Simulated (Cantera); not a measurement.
**Equilibrium for chlorosilane synthesis and conversion: Si + HCl + H₂**

Charge: 1 mol Si, 0.64 mol HCl, a varied amount of H₂, equilibrated at 977 °C and 10000 Pa.

These are equilibrium values from Cantera (NASA tables, ideal gas, pure condensed phases), not measurements of a reactor. Candidate condensed phases: Si; 19 gas species. The tables' values for SiCl₃ are old estimates; treat these amounts as uncertain. Rates play no part.

```csv
n(H₂) (mol),x H₂,x HCl,x SiCl₄,x SiCl₂,n Si(s)
1.9,0.864,0.0761,0.0246,0.0169,0.855
2.4,0.881,0.0714,0.0183,0.0145,0.860
2.9,0.894,0.0673,0.0141,0.0128,0.865
3.6,0.907,0.0626,0.0102,0.0109,0.872
4.4,0.918,0.0581,0.00741,0.00926,0.879
5.3,0.927,0.0539,0.00537,0.00788,0.887
6.5,0.936,0.0492,0.00366,0.00651,0.896
8,0.945,0.0445,0.00240,0.00527,0.905
9.7,0.952,0.0401,0.00157,0.00426,0.915
```
x: gas mole fraction; n: condensed amount in mol.

From 1.9 mol H₂ to 9.7 mol H₂ the condensed part is Si(s). The main Si-bearing gas is SiCl₄ at 1.9 mol H₂ and SiCl₂ at 9.7 mol H₂. The share of Si in condensed phases is highest at 9.7 mol H₂ (91.5 %) and lowest at 1.9 mol H₂ (85.5 %).
